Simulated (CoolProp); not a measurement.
Vapour-liquid equilibrium of R22 (1) + R134a (2) at 220.6 K; x and y are mole fractions of (1).

Computed with CoolProp (multi-fluid Helmholtz-energy mixture model, Kamei 1995 and Tillner-Roth 1994; pair parameters Bell 2016).

| x | bubble pressure (kPa) | y at the bubble point | dew pressure at overall composition x (kPa) | liquid density (mol/L) |
|---|---|---|---|---|
| 0.05 | 27.47 | 0.122 | 26.17 | 14.35 |
| 0.2 | 33.26 | 0.382 | 29.00 | 14.66 |
| 0.35 | 38.34 | 0.556 | 32.43 | 14.99 |
| 0.5 | 42.94 | 0.686 | 36.59 | 15.34 |
| 0.65 | 47.21 | 0.793 | 41.60 | 15.71 |
| 0.8 | 51.26 | 0.886 | 47.52 | 16.11 |
| 0.95 | 55.20 | 0.972 | 54.17 | 16.54 |

No azeotrope shows between x = 0.05 and 0.95.

Pair parameters are fitted to limited data, so mixtures are less certain than the pure fluids.
